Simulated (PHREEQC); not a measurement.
PHREEQC input (ion-association model, wateq4f.dat):

```
SOLUTION_MASTER_SPECIES
  An  An-  0  An  62.0  # stands for a non-complexing anion
SOLUTION_SPECIES
  An- = An-
    -log_k 0
    -gamma 3.0 0
PHASES
  Fix_H+
    H+ = H+
    -log_k 0
SOLUTION 1
  temp 25
  units mmol/kgw
  pH 7 charge
  S(6) 0.0017
  Ag 0.0034
  F 0.0019
  Na 50.0019
  An 50
END
SELECTED_OUTPUT 1
  -reset false
  -pH true
  -pe true
  -ionic_strength true
  -water true
  -totals Ag F Na S S(-2) S(6)
  -molalities Hfo_wOH Hfo_wOH2+ Hfo_wO- Hfo_sOH Hfo_sOH2+ Hfo_sO- Hfo_wF Hfo_wOHF- Hfo_wSO4- Hfo_wOHSO4-2
    Hfo_sOAg Hfo_wOAg
  -saturation_indices Ag2O Ag2SO4 Mirabilite
USER_PUNCH 1
  -headings sigma psi
  10 PUNCH EDL("sigma", "Hfo"), EDL("psi", "Hfo")
PRINT
  -reset false
USE solution 1
SURFACE 1
  Hfo_wOH 8.08989e-05 600 0.036
  Hfo_sOH 2.02247e-06
EQUILIBRIUM_PHASES 1
  Fix_H+ -4 HAn 10
    -force_equality true
  O2(g) -0.68 10
END
# ... the last block is repeated for the other 12 points of pH, with NaOH or the acid as the point needs
```

Selected output (columns that matter, 13 of 13 rows; pH added in front):

```
pH	mu	Ag	F	Na	S	m_Hfo_wOH	m_Hfo_wOH2+	m_Hfo_wO-	m_Hfo_sOH	m_Hfo_sOH2+	si_Ag2O	si_Mirabilite	sigma	psi
4	0.050154	3.3998e-06	1.1019e-06	0.050002	6.6011e-08	1.4874e-05	6.3513e-05	7.98e-08	3.8334e-07	1.6369e-06	-15.689	-9.2302	0.28011	0.15733
4.5	0.050068	3.3989e-06	1.2231e-06	0.050002	1.288e-07	2.581e-05	5.255e-05	2.9041e-07	6.6334e-07	1.3506e-06	-14.689	-8.9381	0.22766	0.14678
5	0.050037	3.3949e-06	1.4054e-06	0.050002	3.0469e-07	3.7146e-05	4.1094e-05	7.6921e-07	9.4849e-07	1.0493e-06	-13.69	-8.5636	0.17321	0.13287
5.5	0.050024	3.38e-06	1.5858e-06	0.050002	7.0881e-07	4.6997e-05	3.0962e-05	1.6343e-06	1.1825e-06	7.7904e-07	-12.694	-8.1968	0.12557	0.11661
6	0.050017	3.3303e-06	1.7253e-06	0.050002	1.2509e-06	5.4374e-05	2.2949e-05	2.9512e-06	1.3232e-06	5.5849e-07	-11.707	-7.95	0.087237	0.098472
6.5	0.050013	3.1891e-06	1.8158e-06	0.050002	1.5811e-06	5.8782e-05	1.7348e-05	4.5628e-06	1.3214e-06	3.8999e-07	-10.745	-7.8482	0.057092	0.078085
7	0.05001	2.8801e-06	1.8644e-06	0.050002	1.6783e-06	6.0906e-05	1.3746e-05	6.1824e-06	1.1376e-06	2.5674e-07	-9.8331	-7.8223	0.034095	0.055399
7.5	0.050008	2.4152e-06	1.8862e-06	0.050002	1.6967e-06	6.1789e-05	1.1402e-05	7.6709e-06	8.0779e-07	1.4906e-07	-8.986	-7.8176	0.016803	0.030994
8	0.050008	1.9363e-06	1.8949e-06	0.050004	1.6995e-06	6.205e-05	9.7196e-06	9.0747e-06	4.6682e-07	7.3124e-08	-8.178	-7.8168	0.002878	0.0056253
8.5	0.050012	1.5475e-06	1.8981e-06	0.05001	1.6999e-06	6.1893e-05	8.279e-06	1.06e-05	2.2572e-07	3.0193e-08	-7.3728	-7.8166	-0.010415	-0.019896
9	0.050022	1.2061e-06	1.8993e-06	0.050022	1.7e-06	6.1191e-05	6.8126e-06	1.2591e-05	1.0026e-07	1.1162e-08	-6.5898	-7.8164	-0.025859	-0.044759
9.5	0.050051	8.1419e-07	1.8997e-06	0.050054	1.7e-06	5.9517e-05	5.2266e-06	1.5526e-05	4.8699e-08	4.2767e-09	-5.9327	-7.816	-0.046049	-0.068241
10	0.050138	4.306e-07	1.8999e-06	0.050144	1.7e-06	5.6276e-05	3.6261e-06	2.0008e-05	2.9639e-08	1.9098e-09	-5.491	-7.8148	-0.073221	-0.089865
```
